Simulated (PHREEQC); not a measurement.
## Leach liquor: speciation

Make-up at 5 °C: 0.4 mol/kgw HCl, 0.00035 mol/kgw LiCl and 0.0012 mol/kgw MgSO4. Closed to the air; pH follows from the charge balance.

Computed with PHREEQC (ion-association model, wateq4f.dat).

Precipitation was switched off in this run.

### Question
What pH, activity of water does the model give?

### Answer
pH 0.51; activity of water 0.986.

### Question
In which forms is S present?

### Answer
HSO4- 87 %, SO4-2 13 % of the S.

Constants without temperature data keep their 25 °C values here.
